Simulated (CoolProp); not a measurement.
The numbers come from the reference Helmholtz-energy equation of state, Lemmon 2006 in CoolProp. It is a short technical equation, of lower accuracy than the large ones.

Q: For C3F8 (R218), give the phase and the cv (kJ/(kg K)), Joule-Thomson coefficient (K/MPa) at 364.9 K and 2.3 bar; 364.9 K and 40.9 bar.

A: 
- 364.9 K and 2.3 bar: gas; cv 0.843, Joule-Thomson coefficient 6.82
- 364.9 K and 40.9 bar: supercritical; cv 0.934, Joule-Thomson coefficient 6.81
